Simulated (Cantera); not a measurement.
A perfectly stirred reactor is fed with 1.39 % CH₄, 0.667 % C₂H₆, 1.53 % C₃H₈, 20.3 % O₂, 76.1 % N₂, equivalence ratio 0.63, at 6380 Torr; it is adiabatic with a 625 K inlet, and is followed from long to short residence time, starting on the burning branch (τ in s: 0.093, 0.03, 0.0099, 0.0032, 0.0011, 0.00034, 0.00011, 3.6e-05, 1.2e-05, 3.9e-06).

Model: GRI-Mech 3.0 (53 species, 325 reactions), integrated in Cantera. GRI-Mech 3.0 was tuned for natural gas; its chemistry of propane as a main component is partial and can be far from experiment.

One state of this run: T (K) = 2001; x CH₄ = 1.23e-6; x C₂H₆ = 8.73e-8; x C₃H₈ = 1.91e-7; x CH₃ = 7.44e-7; x N₂O = 8.61e-7; x NO = 0.000142. x: mole fraction; the columns are a selection and need not sum to one.

### Question
Which value of τ (s) does it belong to?
A) 0.00011
B) 0.0099
C) 0.030
D) 0.00034

### Answer
C, 0.030
